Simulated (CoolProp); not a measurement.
A simple Rankine cycle with water: condensing at 332.15 K, boiler at 2.81 MPa, turbine inlet 505.5 K, turbine efficiency 0.75, pump efficiency 0.8, no recuperator. Each further row changes one setting.

Computed with CoolProp (reference Helmholtz-energy equation of state, Wagner 2002).

| case | thermal efficiency (%) | net work (kJ/kg) | heat in (kJ/kg) | turbine exit temperature (K) | volume ratio over the turbine |
|---|---|---|---|---|---|
| as stated | 22.3 | 572 | 2560 | 332.1 | 94.0 |
| turbine inlet 525.5 K | … | 589 | 2620 | 332.1 | 89.9 |
| condensing temperature 324.15 K | 23.3 | 605 | 2590 | 324.2 | … |
| boiler pressure 1.97 MPa | … | 549 | … | 332.1 | 64.8 |
| turbine efficiency 0.65 | 19.3 | 495 | 2560 | 332.1 | 97.6 |

### Question
Some entries are withheld; supply them.

### Answer

- turbine inlet 525.5 K, thermal efficiency (%): 22.4
- condensing temperature 324.15 K, volume ratio over the turbine: 134
- boiler pressure 1.97 MPa, thermal efficiency (%): 21.0
- boiler pressure 1.97 MPa, heat in (kJ/kg): 2610

The expansion ends wet for: as stated; turbine inlet 525.5 K; condensing temperature 324.15 K; boiler pressure 1.97 MPa; turbine efficiency 0.65.
